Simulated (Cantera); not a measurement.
Standard-state values (1 bar) from the NASA 1993 polynomials, evaluated with Cantera. Values are per mole of reaction as written; species without (g) are pure solids or liquids, kept so even where they would boil at 1 bar.

3 C2H4(g) → C6H6(g) + 3 H2(g)

| T (K) | ΔH° (kJ) | ΔS° (J/K) | ΔG° (kJ) | log10 K |
|---|---|---|---|---|
| 700 | -59.4 | 36.3 | -84.8 | 6.32 |
| 750 | (withheld) | (withheld) | (withheld) | (withheld) |
| 800 | (withheld) | (withheld) | (withheld) | (withheld) |
| 850 | -55.2 | 41.7 | -90.6 | 5.57 |
| 900 | -53.9 | 43.1 | -92.8 | 5.38 |
| 950 | (withheld) | (withheld) | (withheld) | (withheld) |
| 1000 | -51.8 | 45.4 | -97.2 | 5.08 |
| 1050 | -50.8 | 46.4 | -99.5 | 4.95 |
| 1100 | -49.9 | 47.2 | -101.8 | 4.84 |
| 1150 | (withheld) | (withheld) | (withheld) | (withheld) |

**Question.** What belongs in the gaps?

**Answer.** 
- 750, ΔH° (kJ): -57.9
- 750, ΔS° (J/K): 38.3
- 750, ΔG° (kJ): -86.6
- 750, log10 K: 6.03
- 800, ΔH° (kJ): -56.5
- 800, ΔS° (J/K): 40.1
- 800, ΔG° (kJ): -88.6
- 800, log10 K: 5.78
- 950, ΔH° (kJ): -52.8
- 950, ΔS° (J/K): 44.4
- 950, ΔG° (kJ): -95.0
- 950, log10 K: 5.22
- 1150, ΔH° (kJ): -49.1
- 1150, ΔS° (J/K): 47.9
- 1150, ΔG° (kJ): -104.2
- 1150, log10 K: 4.73
